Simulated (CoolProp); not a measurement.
Vapour-liquid equilibrium of sulfur hexafluoride (1) + R113 (2) at -25.35 °C; x and y are mole fractions of (1).

The numbers come from the multi-fluid Helmholtz-energy mixture model, Guder 2009 and Marx 1992; pair parameters Bell 2016 in CoolProp.

```json
[
 {"x": "0.05", "bubble pressure (MPa)": "0.07185", "y at the bubble point": "0.947", "dew pressure at overall composition x (MPa)": "0.003977", "liquid density (mol/L)": "9.081"},
 {"x": "0.2", "bubble pressure (MPa)": "0.1154", "y at the bubble point": "0.967", "dew pressure at overall composition x (MPa)": "0.004724", "liquid density (mol/L)": "9.470"},
 {"x": "0.35", "bubble pressure (MPa)": "0.1347", "y at the bubble point": "0.973", "dew pressure at overall composition x (MPa)": "0.005815", "liquid density (mol/L)": "9.922"},
 {"x": "0.5", "bubble pressure (MPa)": "0.1792", "y at the bubble point": "0.983", "dew pressure at overall composition x (MPa)": "0.007563", "liquid density (mol/L)": "10.43"},
 {"x": "0.65", "bubble pressure (MPa)": "0.2644", "y at the bubble point": "0.993", "dew pressure at overall composition x (MPa)": "0.01081", "liquid density (mol/L)": "10.96"},
 {"x": "0.8", "bubble pressure (MPa)": "0.3959", "y at the bubble point": "0.998", "dew pressure at overall composition x (MPa)": "0.01896", "liquid density (mol/L)": "11.46"},
 {"x": "0.95", "bubble pressure (MPa)": "0.5398", "y at the bubble point": "1.000", "dew pressure at overall composition x (MPa)": "0.07649", "liquid density (mol/L)": "11.77"}
]
```

No azeotrope shows between x = 0.05 and 0.95.

The pair parameters rest on a limited set of measurements; away from them the model extrapolates. The gap from Raoult's law changes sign with composition, which may be real or a fault of the pair parameters; it wasn't checked against measurements. With so large a gap from Raoult's law the liquid may split in two, which this calculation doesn't test in full.
